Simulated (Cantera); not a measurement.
Input: 1 mol C₃H₆, 0.017 mol NH₃, 0.78 mol CO₂, equilibrated at 7.80 bar.

Cantera equilibrium calculation (NASA polynomials, part measured and part estimated; ideal gas, pure solids and liquids). Candidate condensed phases: C, C₆H₆, C₇H₈, C₈H₁₈, H₂O; 136 gas species. Equilibrium is a limit: real reactors are often held back by kinetics, nucleation or transport.

Task: At 2775 K, list the 6 most abundant gas species with their mole fractions, and the condensed phases.

Result: H₂ 0.620, CO 0.336, H 0.0211, C₂H₂ (acetylene) 0.0190, HCN 0.00230, N₂ 0.000496. Condensed: C(graphite).
